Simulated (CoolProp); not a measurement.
Vapour-liquid equilibrium of CHF3 (R23) (1) + R13 (2) at -68.25 °C; x and y are mole fractions of (1).

Model: multi-fluid Helmholtz-energy mixture model, Penoncello 2003 and Platzer 1990; pair parameters Bell 2016, in CoolProp. This equation is an older, rougher fit; its heat capacities, sound speeds and derivatives of the liquid may be far off and weren't checked against measurements.

```
x     bubble pressure (MPa)  y at the bubble point  dew pressure at overall composition x (MPa)  liquid density (mol/L)
----  ---------------------  ---------------------  -------------------------------------------  ----------------------
0.05                 0.2155                  0.133                                       0.2022                   14.22
0.2                  0.2528                  0.343                                       0.2271                   14.77
0.35                 0.2687                  0.447                                       0.2541                   15.41
0.5                  0.2740                  0.520                                       0.2732                   16.18
0.65                 0.2722                  0.592                                       0.2663                   17.09
0.8                  0.2609                  0.690                                       0.2433                   18.16
0.95                 0.2298                  0.882                                       0.2189                   19.42
```

y crosses x between x = 0.5 and 0.65: the model has an azeotrope there.

The pair parameters rest on a limited set of measurements; away from them the model extrapolates.
